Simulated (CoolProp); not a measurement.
Vapour-liquid equilibrium of propane (1) + isobutene (2) at 1.3 MPa; x and y are mole fractions of (1).

Values from CoolProp's multi-fluid Helmholtz-energy mixture model, Lemmon 2009 and Lemmon 2005; pair parameters Bell 2016.

Q: Give the bubble temperature and the first vapour's composition at x = 0.35, 0.575, 0.875. Is there an azeotrope?

A: x = 0.35: 334.7 K, y = 0.529; x = 0.575: 325.4 K, y = 0.732; x = 0.875: 314.9 K, y = 0.935. No azeotrope shows between x = 0.05 and 0.95.

The pair parameters rest on a limited set of measurements; away from them the model extrapolates. The gap from Raoult's law changes sign with composition, which may be real or a fault of the pair parameters; it wasn't checked against measurements.
